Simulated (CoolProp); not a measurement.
Vapour-liquid equilibrium of R22 (1) + n-pentane (2) at 267.9 K; x and y are mole fractions of (1).

Values from CoolProp's multi-fluid Helmholtz-energy mixture model, Kamei 1995 and Thol 2019; pair parameters Bell 2016.

```
x     bubble pressure, mixture model (bar)  bubble pressure, Raoult's law (bar)  y, mixture model  y, Raoult's law
----  ------------------------------------  -----------------------------------  ----------------  ---------------
0.05                                0.6065                               0.3910             0.693            0.535
0.15                                 1.337                               0.7901             0.869            0.794
0.25                                 1.919                                1.189             0.915            0.879
0.35                                 2.363                                1.588             0.936            0.922
0.45                                 2.700                                1.987             0.948            0.947
0.55                                 2.966                                2.386             0.956            0.964
0.65                                 3.198                                2.786             0.963            0.976
0.75                                 3.429                                3.185             0.971            0.985
0.85                                 3.688                                3.584             0.980            0.992
0.95                                 3.999                                3.983             0.992            0.998
```

The largest gap from Raoult's law is +69.2 % in bubble pressure, at x = 0.15. No azeotrope shows between x = 0.05 and 0.95.

The pair parameters rest on a limited set of measurements; away from them the model extrapolates. With so large a gap from Raoult's law the liquid may split in two, which this calculation doesn't test in full.
